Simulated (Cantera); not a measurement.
Feed: 1 mol CaCl2, 2.7 mol H2O, 0.42 mol H2, held at 1850 K and 10000 Pa.

Method: chemical equilibrium by Gibbs-energy minimisation in Cantera with the NASA 1993 tables (ideal gas, pure condensed phases). Candidate condensed phases: Ca, CaCl2, CaO, Ca(OH)2, H2O; 21 gas species. Condensed phases not in the tables: oxide chlorides. Rates play no part.

Base state: H2O 0.521, HCl 0.265, CaCl2 0.109, H2 0.102, Cl 0.00107, H 0.000545, OH 0.000205, CaCl 1.64e-5 (mole fractions); condensed: CaO(s).

What changes in the equilibrium state with this change: H2 from 0.42 to 0.84 mol?


```
species        before     after
-----------  --------  --------
H2O             0.521     0.473
HCl             0.265     0.241
H2              0.102     0.185
CaCl2           0.109    0.0993
OH           0.000205  0.000139
Cl            0.00107  0.000725
CaCl          1.64e-5   2.20e-5
CaO(s), mol     0.549     0.549
```

What changes in the equilibrium state with this change: H2 from 0.42 to 10 mol?


```tsv
species	before	after
H2	0.102	0.729
H2O	0.521	0.157
HCl	0.265	0.0799
CaCl2	0.109	0.0329
OH	0.000205	2.31e-5
Cl	0.00107	0.000121
Ca(OH)2	1.50e-5	4.52e-6
CaCl	1.64e-5	4.37e-5
H	0.000545	0.00145
CaO(s), mol	0.549	0.548
```
